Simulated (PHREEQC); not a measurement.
Dissolve 0.018 mol NH4HF2, 0.00017 mol H2SiF6, 0.00014 mol HBF4 and 5.1e-05 mol HCl per kg of water at 25 °C. Closed to the air; pH follows from the charge balance.

The numbers come from PHREEQC with the ion-association model, phreeqc.dat.

Each row changes one thing in this solution. This is a speciation only: nothing precipitates in the calculation.

| case | pH | ionic strength (mol/kgw) | F- (mol/kgw) | HF (mol/kgw) | HF2- (mol/kgw) | NH3 (mol/kgw) | SI of Quartz (SiO2) |
|---|---|---|---|---|---|---|---|
| as made | 3.13 | 0.0190 | 0.0172 | 0.0166 | 0.00110 | 1.19e-8 | -6.73 |
| HBF4 left out | 3.14 | 0.0190 | 0.0173 | [?] | 0.00110 | 1.21e-8 | -6.73 |
| 0.02 mol/kgw TMAH added | 7.65 | 0.0376 | 0.0376 | 1.04e-6 | 1.50e-7 | 0.000364 | +0.21 |
| temperature from 25 to 70 °C | 3.48 | 0.0185 | 0.0166 | 0.0169 | 0.00123 | 4.11e-7 | -4.24 |
| HCl from 5.1e-05 to 0.000255 mol/kgw | 3.12 | 0.0190 | 0.0170 | 0.0168 | 0.00110 | 1.16e-8 | -6.74 |
| NH4HF2 from 0.018 to 0.09 mol/kgw | [?] | 0.0912 | [?] | 0.0703 | 0.0192 | 4.33e-8 | -10.58 |
| H2SiF6 replaced by H4SiO4 at the same molality | 3.15 | 0.0190 | 0.0172 | 0.0157 | 0.00104 | 1.26e-8 | -6.64 |

Question: Fill in the missing entries.

Answer: 
- HBF4 left out, HF (mol/kgw): 0.0165
- NH4HF2 from 0.018 to 0.09 mol/kgw, pH: 3.06
- NH4HF2 from 0.018 to 0.09 mol/kgw, F- (mol/kgw): 0.0713

Some of these states are supersaturated (in Quartz (slow to form), for instance). (CH3)4N+ isn't in the database: it is added as a free cation with an ion size of 4 Å. Constants without temperature data keep their 25 °C values here. SiF6-2 is the database's only silicon fluoride. Real BF4- forms and hydrolyses slowly; the run takes it at equilibrium.
